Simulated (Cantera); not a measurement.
Cantera run:

```python
import numpy as np
import cantera as ct

gas_names = """
    CL CL2 H HCL H2 Si SiCL SiCL2 SiCL3 SiCL4 SiH SiHCL3 SiH2 SiH2CL2 SiH3 SiH3CL SiH4 Si2 Si3
""".split()
cond_names = """
    Si(cr) Si(L)
""".split()


# ... load() reads the species with a 1 bar reference pressure and builds the phases ...
atoms = {
    'SiCl4': {'Si': 1, 'CL': 4},
    'HCl': {'H': 1, 'CL': 1},
    'H2': {'H': 2},
}
top_T = {}  # K; cautious upper limits of use, not melting points


# ... equilibrate(T, P, feed) seeds the gas with the atoms and calls Mixture.equilibrate('TP', solver="vcs", rtol=1e-11, max_steps=5000) ...
results = []
feed = {'SiCl4': 1, 'HCl': 0.054, 'H2': 100}  # mol
P = 100000  # Pa
for T in [900, 950, 1000, 1050, 1100, 1150, 1200]:
    mix = equilibrate(T, P, feed)
    results.append((T, P, feed, dict(zip(mix.species_names, mix.species_moles))))

top = {s: max(r[3][s] / sum(r[3][g] for g in gas_names) for r in results) for s in gas_names}
cols = sorted((s for s in top if top[s] > 1e-05), key=lambda s: -top[s])[:5]
seen = [c for c in cond_names if any(r[3].get(c, 0) > 1e-12 for r in results)]
print("log10 of partial pressures in bar; condensed amounts in mol")
print(f"{'T/K':>10s}" + "".join(f"{s[:9]:>10s}" for s in cols + seen))
for T, P, feed, n in results:
    ng = sum(n[g] for g in gas_names)
    print(f"{T:10.4g}" + "".join(f"{np.log10(max(n[s] / ng * P / 1e5, 1e-99)):10.3f}" for s in cols)
          + "".join(f"{n.get(c, 0):10.4g}" for c in seen))
```

Result:

```
log10 of partial pressures in bar; condensed amounts in mol
       T/K        H2       HCL     SiCL4    SiHCL3     SiCL2    Si(cr)
       900    -0.006    -2.335    -2.220    -2.438    -5.734         0
       950    -0.007    -2.255    -2.281    -2.371    -5.039         0
      1000    -0.007    -2.183    -2.349    -2.324    -4.428         0
      1050    -0.008    -2.101    -2.418    -2.309    -3.922   0.01442
      1100    -0.009    -1.957    -2.478    -2.361    -3.597   0.09964
      1150    -0.010    -1.834    -2.563    -2.431    -3.316    0.1962
      1200    -0.011    -1.732    -2.681    -2.526    -3.080     0.297
```

Method: chemical equilibrium by Gibbs-energy minimisation in Cantera with the NASA 1993 tables (ideal gas, pure condensed phases). The tables' values for SiCl3 are old estimates; treat these amounts as uncertain.
